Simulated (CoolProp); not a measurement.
A closed Brayton cycle with dry air: compressor inlet 326.15 K and 6.1 MPa, high pressure 14.1 MPa, turbine inlet 930 K, compressor efficiency 0.85, turbine efficiency 0.85, recuperator effectiveness 0.95 (on enthalpy, no pinch check). Each further row changes one setting.

Model: reference Helmholtz-energy equation of state, Lemmon 2000, in CoolProp. It is a pseudo-pure fit of the blend.

```csv
case,thermal efficiency (%),net work (kJ/kg),compressor to turbine work,compressor exit (K),turbine exit (K)
as stated,34.9,69.8,0.61,430.9,776.0
turbine inlet 880 K,?,60.3,?,430.9,732.9
compressor inlet 336.15 K,?,?,?,443.9,776.0
high pressure 12 MPa,?,61.4,0.58,?,?
recuperator effectiveness 0.5,19.0,69.8,0.61,430.9,776.0
```

Question: Some entries are withheld; supply them.

Answer: 
- turbine inlet 880 K, thermal efficiency (%): 32.0
- turbine inlet 880 K, compressor to turbine work: 0.64
- compressor inlet 336.15 K, thermal efficiency (%): 33.4
- compressor inlet 336.15 K, net work (kJ/kg): 66.3
- compressor inlet 336.15 K, compressor to turbine work: 0.62
- high pressure 12 MPa, thermal efficiency (%): 35.9
- high pressure 12 MPa, compressor exit (K): 408.8
- high pressure 12 MPa, turbine exit (K): 803.5
